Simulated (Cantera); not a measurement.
A Cantera script and its output.

```python
import numpy as np
import cantera as ct

gas = ct.Solution("gri30.yaml")
gas.TPX = 1125, 200000, {'CH4': 0.39, 'CO': 0.099, 'O2': 1.14, 'N2': 4.28}
reactor = ct.IdealGasReactor(gas, energy="on", clone=False)
net = ct.ReactorNet([reactor])
net.rtol, net.atol = 1e-08, 1e-16
show = ['CH4', 'CO', 'O2', 'N2O', 'H2O2', 'NO']
times = np.geomspace(3e-06, 0.3, 15)

steps = ct.SolutionArray(gas, extra=["t"])
rows = []
print(f"{'t/s':>10s}{'T/K':>9s}{'P/Pa':>11s}" + "".join(f"{s:>11s}" for s in show))
for t in times:
    while net.time < t:
        t_next = net.step()
        steps.append(gas.state, t=t_next)
    rows.append([np.interp(t, steps.t, y) for y in (steps.T, steps.P, *steps(*show).X.T)])
    print(f"{t:10.3e}{rows[-1][0]:9.1f}{rows[-1][1]:11.4g}" + "".join(f"{x:11.3e}" for x in rows[-1][2:]))
rate = np.gradient(steps.T, steps.t)
print("integrator steps:", len(steps.t))
if steps.T.max() > steps.T[0] + 200:
    print(f"time of steepest temperature rise: {steps.t[rate.argmax()]:.4e} s")
gas.TPX = 1125, 200000, {'CH4': 0.39, 'CO': 0.099, 'O2': 1.14, 'N2': 4.28}
gas.equilibrate("UV")
print(f"equilibrium (UV): T = {gas.T:.1f} K  " + "  ".join(f"{s} {gas[s].X[0]:.3e}" for s in show))
```

Result:

```
       t/s      T/K       P/Pa        CH4         CO         O2        N2O       H2O2         NO
 3.000e-06   1125.0      2e+05  6.600e-02  1.675e-02  1.929e-01  1.609e-16  4.738e-13  1.074e-21
 6.828e-06   1125.0      2e+05  6.600e-02  1.675e-02  1.929e-01  4.542e-16  2.444e-12  3.172e-21
 1.554e-05   1125.0      2e+05  6.600e-02  1.675e-02  1.929e-01  1.195e-15  1.251e-11  8.042e-21
 3.536e-05   1125.0      2e+05  6.600e-02  1.675e-02  1.929e-01  3.229e-15  6.307e-11  1.932e-20
 8.048e-05   1125.0      2e+05  6.600e-02  1.675e-02  1.929e-01  9.623e-15  3.081e-10  4.608e-20
 1.832e-04   1125.0      2e+05  6.600e-02  1.675e-02  1.929e-01  3.251e-14  1.384e-09  1.130e-19
 4.168e-04   1125.0      2e+05  6.600e-02  1.675e-02  1.929e-01  1.213e-13  5.278e-09  3.032e-19
 9.487e-04   1125.0      2e+05  6.600e-02  1.675e-02  1.929e-01  4.619e-13  1.459e-08  1.002e-18
 2.159e-03   1125.0      2e+05  6.600e-02  1.675e-02  1.929e-01  1.692e-12  2.587e-08  4.507e-18
 4.914e-03   1125.1      2e+05  6.598e-02  1.675e-02  1.929e-01  5.893e-12  3.921e-08  2.084e-17
 1.118e-02   1125.5  2.001e+05  6.593e-02  1.675e-02  1.929e-01  2.021e-11  7.251e-08  8.072e-17
 2.545e-02   1127.0  2.003e+05  6.576e-02  1.675e-02  1.927e-01  8.300e-11  1.991e-07  3.842e-16
 5.792e-02   1140.8  2.028e+05  6.420e-02  1.696e-02  1.915e-01  6.657e-10  1.922e-06  8.672e-15
 1.318e-01   2686.8  4.806e+05  1.350e-16  1.324e-02  4.880e-02  1.669e-06  5.983e-07  1.435e-02
 3.000e-01   2686.8  4.806e+05  1.350e-16  1.324e-02  4.880e-02  1.669e-06  5.983e-07  1.435e-02
integrator steps: 2568
time of steepest temperature rise: 7.0508e-02 s
equilibrium (UV): T = 2686.8 K  CH4 1.862e-16  CO 1.324e-02  O2 4.880e-02  N2O 1.669e-06  H2O2 5.983e-07  NO 1.435e-02
```

Detailed kinetics in Cantera: GRI-Mech 3.0 (53 species, 325 reactions).
